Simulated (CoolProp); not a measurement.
A closed Brayton cycle with dry air: compressor inlet 319.15 K and 6.4 MPa, high pressure 12.2 MPa, turbine inlet 705 K, compressor efficiency 0.85, turbine efficiency 0.85, recuperator effectiveness 0.8 (on enthalpy, no pinch check). Each further row changes one setting.

The numbers come from the reference Helmholtz-energy equation of state, Lemmon 2000 in CoolProp. It is a pseudo-pure fit of the blend.

```tsv
case	thermal efficiency (%)	net work (kJ/kg)	compressor to turbine work	compressor exit (K)	turbine exit (K)
as stated	17.8	27.7	0.74	396.0	608.8
turbine inlet 655 K	14.6	20.1	0.79	396.0	564.6
compressor inlet 329.15 K	16.4	25.0	0.76	408.3	608.8
high pressure 10.4 MPa	17.2	24.0	0.70	375.6	631.3
recuperator effectiveness 0.5	12.4	27.7	0.74	396.0	608.8
```
